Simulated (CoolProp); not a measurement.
R227EA at several states: density (kg/m³) from the reference equation and from simpler models built on Tc = 374.9 K, pc = 29.25 bar, ω = 0.358; each cubic takes its own stable root.

Computed with CoolProp (reference Helmholtz-energy equation of state, Lemmon 2016).

```csv
T (K),p (bar),phase,reference
236.7,0.967,liquid,1612
327.8,13.2,liquid,1251
222.8,38.4,liquid,1666
462.5,12.1,gas,57.31
383.8,0.147,gas,0.7845
165.3,0.246,liquid,1826
```

### Question
How far does each simpler model (van der Waals, Redlich-Kwong) lie from the reference over these 6 states: mean and median of the absolute difference, and the worst?

### Answer
- van der Waals: mean 55.2 %, median 65.3 %, worst -99.8 % at 165.3 K and 0.246 bar
- Redlich-Kwong: mean 23.9 %, median 11.7 %, worst -99.5 % at 236.7 K and 0.967 bar

At some of these states van der Waals, Redlich-Kwong gives the other phase, because its saturation line lies elsewhere.
